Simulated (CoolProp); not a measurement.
Saturation properties of R11.

Computed with CoolProp (reference Helmholtz-energy equation of state, Jacobsen 1992).

```
T (K)   p (MPa)  liquid density (kg/m³)  liquid conductivity (mW/(m K))
-----  --------  ----------------------  ------------------------------
218    0.001838                    1654                             112
235.3  0.005807                    1617                             106
252.6   0.01529                    1580                             100
269.9   0.03489                    1541                            95.1
287.2   0.07102                    1502                            90.0
304.6    0.1322                    1461                            85.0
321.9    0.2276                    1418                            80.1
339.2    0.3684                    1373                            75.4
356.5    0.5667                    1325                            70.7
373.8    0.8354                    1274                            66.0
391.1     1.188                    1217                            61.4
408.4     1.640                    1154                            56.6
425.8     2.210                    1080                            51.7
```

It boils at 296.9 K under 1 atm.

Thermal conductivity comes from a separate model (McLinden 2000), an estimate that may be off by 10 % or more.
